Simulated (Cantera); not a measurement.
Input: 1 mol MgSO₄, 0.45 mol H₂, 0.02 mol CO₂, equilibrated at 1723.15 K and 13.3 mbar.

Equilibrium computed with Cantera from the NASA thermochemical tables; the gas is ideal and each condensed phase is pure. Candidate condensed phases: C, C₆H₆, C₇H₈, C₈H₁₈, H₂O, H₂SO₄, Mg, MgCO₃, MgO, Mg(OH)₂, MgS, MgSO₄, S; 130 gas species. The numbers say what is thermodynamically allowed, not how fast it happens.

Base state: SO₂ 0.572, H₂O 0.257, O₂ 0.157, CO₂ 0.0114, OH 0.00186, SO₃ 0.000365, O 0.000195, H₂ 0.000143 (mole fractions); condensed: MgO(s).

What changes in the equilibrium state with this change: temperature from 1723.15 K to 823 K?


| species | before | after |
|---|---|---|
| H₂O | 0.257 | 0.489 |
| SO₂ | 0.572 | 0.489 |
| CO₂ | 0.0114 | 0.0217 |
| O₂ | 0.157 | <1e-9 |
| OH | 0.00186 | <1e-9 |
| O | 0.000195 | <1e-9 |
| MgO(s), mol | 1.000 | 0.450 |
| MgSO₄(s), mol | 0 | 0.550 |

What changes in the equilibrium state with this change: pressure from 13.3 mbar to 1 atm?


```
species        before    after
-----------  --------  -------
SO₂             0.572    0.571
H₂O             0.257    0.258
O₂              0.157    0.156
SO₃          0.000365  0.00316
CO₂            0.0114   0.0115
H             1.89e-5  7.38e-7
O            0.000195  2.23e-5
SO           0.000101  1.16e-5
MgO(s), mol     1.000    1.000
```
